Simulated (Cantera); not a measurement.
A Cantera script and what it prints.

```python
import numpy as np
import cantera as ct

gas_names = """
    H H2 N NH NH2 NH3 N2 N2H2 N2H4 Si SiH SiH2 SiH3 SiH4 SiN Si2 Si2N Si3
""".split()
cond_names = """
    Si(cr) Si(L) Si3N4(a)
""".split()


def load(file, names, dense=False):
    # The tables refer to 1 bar. Condensed volumes are neglected.
    table = {s.name: s for s in ct.Species.list_from_file(file)}
    out = []
    for n in names:
        d = dict(table[n].input_data)
        d["thermo"] = dict(d["thermo"], **{"reference-pressure": 1e5})
        if dense:
            d["equation-of-state"] = {"model": "constant-volume", "density": "1e6 g/cm^3"}
        out.append(ct.Species.from_dict(d))
    return out


gas = ct.Solution(thermo="ideal-gas", species=load("nasa_gas.yaml", gas_names))
cond = {s.name: ct.Solution(thermo="fixed-stoichiometry", species=[s], name=s.name)
        for s in load("nasa_condensed.yaml", cond_names, dense=True)}
atoms = {
    'Si3N4': {'Si': 3, 'N': 4},
    'H2': {'H': 2},
    'N2': {'N': 2},
}
top_T = {'Si3N4(a)': 2400}  # K; cautious upper limits of use, not melting points


def equilibrate(T, P, feed):
    n = {}
    for name, mol in feed.items():
        for a, k in atoms[name].items():
            n[a] = n.get(a, 0.0) + k * mol
    gas.TPX = T, P, n
    mass = sum(n.values()) * gas.mean_molecular_weight
    gas.equilibrate("TP")
    valid = [c for c in cond.values() if c.min_temp <= T <= top_T.get(c.name, c.max_temp)]
    mix = ct.Mixture([(gas, mass / gas.mean_molecular_weight)] + [(c, 0.0) for c in valid])
    mix.T, mix.P = T, P
    mix.equilibrate("TP", solver="vcs", rtol=1e-11, max_steps=5000)
    return mix


results = []
feed = {'Si3N4': 1, 'H2': 2.6, 'N2': 0.95}  # mol
T = 1048.15  # K
P = 28  # Pa
mix = equilibrate(T, P, feed)
results.append((T, P, feed, dict(zip(mix.species_names, mix.species_moles))))
print(gas.report(threshold=1e-05))
for i in range(1, mix.n_phases):
    print(f"{mix.phase(i).name:16s} {mix.phase_moles(i):12.5e} mol")
```

Output:

```
       temperature   1048.2 K
          pressure   28 Pa
           density   2.883e-05 kg/m^3
  mean mol. weight   8.9732 kg/kmol
   phase of matter   gas

                          1 kg             1 kmol
                     ---------------   ---------------
          enthalpy        2.4947e+06        2.2385e+07  J
   internal energy        1.5235e+06         1.367e+07  J
           entropy             28654        2.5711e+05  J/K
    Gibbs function       -2.7539e+07       -2.4711e+08  J
 heat capacity c_p            3462.7             31071  J/K
 heat capacity c_v            2536.1             22757  J/K

                      mass frac. Y      mole frac. X     chem. pot. / RT
                     ---------------   ---------------   ---------------
                H2           0.16455           0.73239           -26.116
                N2           0.83545           0.26761           -34.483
     [  +16 minor]        1.1847e-07        4.3551e-07

Si(cr)            0.00000e+00 mol
Si3N4(a)          1.00000e+00 mol
```

Cantera equilibrium calculation (NASA polynomials, part measured and part estimated; ideal gas, pure solids and liquids).
